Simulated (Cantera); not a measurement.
Charge: 1 mol Si, 0.57 mol HCl, 1.9 mol H₂, at 1300 K and 1580 Torr.

Equilibrium computed with Cantera from the NASA thermochemical tables; the gas is ideal and each condensed phase is pure. Candidate condensed phases: Si; 19 gas species. The tables' values for SiCl₃ are old estimates; treat these amounts as uncertain. Kinetics and transport are ignored.

Base state: H₂ 0.893, HCl 0.0467, SiCl₄ 0.0245, SiHCl₃ 0.0213, SiCl₂ 0.00652, SiCl₃ 0.00519, SiH₂Cl₂ 0.00262, SiH₃Cl 9.04e-5 (mole fractions); condensed: Si(s).

Q: What changes in the equilibrium state with this change: temperature from 1300 K to 825 K?

A: 
```
species      before    after
----------  -------  -------
H₂            0.893    0.928
SiCl₄        0.0245   0.0353
SiHCl₃       0.0213   0.0331
HCl          0.0467  0.00122
SiCl₂       0.00652  1.79e-6
SiCl₃       0.00519  2.68e-5
SiH₃Cl      9.04e-5  4.84e-5
SiH₂Cl₂     0.00262  0.00262
Si(s), mol    0.858    0.836
```

Q: What changes in the equilibrium state with this change: H₂ from 1.9 to 8.1 mol?

A: 
```json
[
 {"species": "H₂", "before": "0.893", "after": "0.958"},
 {"species": "HCl", "before": "0.0467", "after": "0.0291"},
 {"species": "SiHCl₃", "before": "0.0213", "after": "0.00479"},
 {"species": "SiCl₄", "before": "0.0245", "after": "0.00319"},
 {"species": "SiCl₃", "before": "0.00519", "after": "0.00112"},
 {"species": "SiCl₂", "before": "0.00652", "after": "0.00235"},
 {"species": "Si(s), mol", "before": "0.858", "after": "0.892"}
]
```
